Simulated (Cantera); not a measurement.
Input (Python, Cantera) and output of one run.

```python
import numpy as np
import cantera as ct

gas_names = """
    C CH CH2 CH3 CH4 C2 C2H C2H2,acetylene C2H2,vinylidene C2H3,vinyl C2H4 C2H5 C2H6 C3 C3H3,propargyl
    C3H4,allene C3H4,propyne C3H4,cyclo- C3H5,allyl C3H6,propylene C3H6,cyclo- C3H7,n-propyl
    C3H7,i-propyl C3H8 C4 C4H2 C4H4,1,3-cyclo- C4H6,butadiene C4H6,2-butyne C4H6,cyclo- C4H8,1-butene
    C4H8,cis2-buten C4H8,tr2-butene C4H8,isobutene C4H8,cyclo- C4H9,n-butyl C4H9,i-butyl C4H9,s-butyl
    C4H9,t-butyl C4H10,isobutane C4H10,n-butane C5 C5H6,1,3cyclo- C5H8,cyclo- C5H10,1-pentene
    C5H10,cyclo- C5H11,pentyl C5H11,t-pentyl C5H12,n-pentane C5H12,i-pentane CH3C(CH3)2CH3 C6H2
    C6H5,phenyl C6H6 C6H10,cyclo- C6H12,1-hexene C6H12,cyclo- C6H13,n-hexyl C7H7,benzyl C7H8
    C7H14,1-heptene C7H15,n-heptyl C7H16,n-heptane C8H8,styrene C8H10,ethylbenz C8H16,1-octene
    C8H17,n-octyl C8H18,isooctane C8H18,n-octane C9H19,n-nonyl C10H8,naphthale C10H21,n-decyl
    C12H9,o-bipheny C12H10,bipheny H H2 Si SiC SiC2 SiC4H12 SiH SiH2 SiH3 SiH4 Si2 Si2C Si3
""".split()
cond_names = """
    C(gr) C6H6(L) C7H8(L) C8H18(L),n-octa Si(cr) Si(L) SiC(b)
""".split()


def load(file, names, dense=False):
    # The tables refer to 1 bar. Condensed volumes are neglected.
    table = {s.name: s for s in ct.Species.list_from_file(file)}
    out = []
    for n in names:
        d = dict(table[n].input_data)
        d["thermo"] = dict(d["thermo"], **{"reference-pressure": 1e5})
        if dense:
            d["equation-of-state"] = {"model": "constant-volume", "density": "1e6 g/cm^3"}
        out.append(ct.Species.from_dict(d))
    return out


gas = ct.Solution(thermo="ideal-gas", species=load("nasa_gas.yaml", gas_names))
cond = {s.name: ct.Solution(thermo="fixed-stoichiometry", species=[s], name=s.name)
        for s in load("nasa_condensed.yaml", cond_names, dense=True)}
atoms = {
    'CH3SiH3': {'C': 1, 'H': 6, 'Si': 1},
    'C2H2': {'C': 2, 'H': 2},
    'H2': {'H': 2},
}
top_T = {'C(gr)': 4500, 'SiC(b)': 3050}  # K; cautious upper limits of use, not melting points


def equilibrate(T, P, feed):
    n = {}
    for name, mol in feed.items():
        for a, k in atoms[name].items():
            n[a] = n.get(a, 0.0) + k * mol
    gas.TPX = T, P, n
    mass = sum(n.values()) * gas.mean_molecular_weight
    gas.equilibrate("TP")
    valid = [c for c in cond.values() if c.min_temp <= T <= top_T.get(c.name, c.max_temp)]
    mix = ct.Mixture([(gas, mass / gas.mean_molecular_weight)] + [(c, 0.0) for c in valid])
    mix.T, mix.P = T, P
    mix.equilibrate("TP", solver="vcs", rtol=1e-11, max_steps=5000)
    return mix


results = []
feed = {'CH3SiH3': 1, 'C2H2': 0.016, 'H2': 1.3}  # mol
P = 6300  # Pa
for T in [950, 1100, 1250, 1400, 1550, 1700, 1850]:
    mix = equilibrate(T, P, feed)
    results.append((T, P, feed, dict(zip(mix.species_names, mix.species_moles))))
    x = sorted(zip(gas.X, gas.species_names), reverse=True)
    print(f"T = {T:g} K  P = {P:g} Pa  gas = {mix.phase_moles(0):.4g} mol")
    print("   x: " + "  ".join(f"{s} {v:.3e}" for v, s in x if v > 0.001))
    print("   condensed (mol): " + ("  ".join(f"{mix.phase(i).name} {mix.phase_moles(i):.4g}"
          for i in range(1, mix.n_phases) if mix.phase_moles(i) > 1e-12) or "none"))
```

Output:

```
T = 950 K  P = 6300 Pa  gas = 4.284 mol
   x: H2 9.925e-01  CH4 7.470e-03
   condensed (mol): SiC(b) 1
T = 1100 K  P = 6300 Pa  gas = 4.306 mol
   x: H2 9.977e-01  CH4 2.251e-03
   condensed (mol): C(gr) 0.0223  SiC(b) 1
T = 1250 K  P = 6300 Pa  gas = 4.313 mol
   x: H2 9.993e-01
   condensed (mol): C(gr) 0.02901  SiC(b) 1
T = 1400 K  P = 6300 Pa  gas = 4.315 mol
   x: H2 9.997e-01
   condensed (mol): C(gr) 0.0308  SiC(b) 1
T = 1550 K  P = 6300 Pa  gas = 4.316 mol
   x: H2 9.997e-01
   condensed (mol): C(gr) 0.03131  SiC(b) 1
T = 1700 K  P = 6300 Pa  gas = 4.317 mol
   x: H2 9.993e-01
   condensed (mol): C(gr) 0.03107  SiC(b) 1
T = 1850 K  P = 6300 Pa  gas = 4.32 mol
   x: H2 9.975e-01  H 2.144e-03
   condensed (mol): C(gr) 0.02958  SiC(b) 1
```

Equilibrium computed with Cantera from the NASA thermochemical tables; the gas is ideal and each condensed phase is pure. The feed counts by its element totals alone.
